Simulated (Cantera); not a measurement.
Input (Python, Cantera) and output of one run.

```python
import numpy as np
import cantera as ct

gas_names = [...]  # 109 gases of nasa_gas.yaml made of C, Cl, H, Si
cond_names = """
    C(gr) C6H6(L) C7H8(L) C8H18(L),n-octa Si(cr) Si(L) SiC(b)
""".split()


# ... load() reads the species with a 1 bar reference pressure and builds the phases ...
atoms = {
    '(CH3)2SiCl2': {'C': 2, 'H': 6, 'Si': 1, 'CL': 2},
    'C2H2': {'C': 2, 'H': 2},
    'H2': {'H': 2},
}
top_T = {'C(gr)': 4500, 'SiC(b)': 3050}  # K; cautious upper limits of use, not melting points


# ... equilibrate(T, P, feed) seeds the gas with the atoms and calls Mixture.equilibrate('TP', solver="vcs", rtol=1e-11, max_steps=5000) ...
results = []
feed = {'(CH3)2SiCl2': 1, 'C2H2': 0.36, 'H2': 1000}  # mol
T = 2448.15  # K
P = 1200  # Pa
mix = equilibrate(T, P, feed)
results.append((T, P, feed, dict(zip(mix.species_names, mix.species_moles))))
x = sorted(zip(gas.X, gas.species_names), reverse=True)
print(f"T = {T:g} K  P = {P:g} Pa  gas = {mix.phase_moles(0):.4g} mol")
print("   x: " + "  ".join(f"{s} {v:.3e}" for v, s in x if v > 0.001))
print("   condensed (mol): " + ("  ".join(f"{mix.phase(i).name} {mix.phase_moles(i):.4g}"
      for i in range(1, mix.n_phases) if mix.phase_moles(i) > 1e-12) or "none"))
```

Output:

```
T = 2448.15 K  P = 1200 Pa  gas = 1096 mol
   x: H2 8.303e-01  H 1.657e-01  HCL 1.597e-03  C2H2,acetylene 1.186e-03
   condensed (mol): none
```

Equilibrium computed with Cantera from the NASA thermochemical tables; the gas is ideal and each condensed phase is pure. The feed counts by its element totals alone.
